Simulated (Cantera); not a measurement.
What does this Cantera script print?

```python
import numpy as np
import cantera as ct

gas_names = [...]  # 95 gases of nasa_gas.yaml made of C, F, H
cond_names = """
    C(gr) C6H6(L) C7H8(L) C8H18(L),n-octa
""".split()


# ... load() reads the species with a 1 bar reference pressure and builds the phases ...
atoms = {
    'CF4': {'C': 1, 'F': 4},
    'CH4': {'C': 1, 'H': 4},
}
top_T = {'C(gr)': 4500}  # K; cautious upper limits of use, not melting points


# ... equilibrate(T, P, feed) seeds the gas with the atoms and calls Mixture.equilibrate('TP', solver="vcs", rtol=1e-11, max_steps=5000) ...
results = []
feed = {'CF4': 1, 'CH4': 1.3}  # mol
T = 2523  # K
P = 19  # Pa
mix = equilibrate(T, P, feed)
results.append((T, P, feed, dict(zip(mix.species_names, mix.species_moles))))
x = sorted(zip(gas.X, gas.species_names), reverse=True)
print(f"T = {T:g} K  P = {P:g} Pa  gas = {mix.phase_moles(0):.4g} mol")
print("   x: " + "  ".join(f"{s} {v:.3e}" for v, s in x if v > 0.001))
print("   condensed (mol): " + ("  ".join(f"{mix.phase(i).name} {mix.phase_moles(i):.4g}"
      for i in range(1, mix.n_phases) if mix.phase_moles(i) > 1e-12) or "none"))
```

Result:

```
T = 2523 K  P = 19 Pa  gas = 5.315 mol
   x: HF 7.230e-01  H 2.289e-01  F 2.847e-02  H2 1.289e-02  C3 3.729e-03  C 1.198e-03
   condensed (mol): C(gr) 2.221
```

Cantera equilibrium calculation (NASA polynomials, part measured and part estimated; ideal gas, pure solids and liquids).
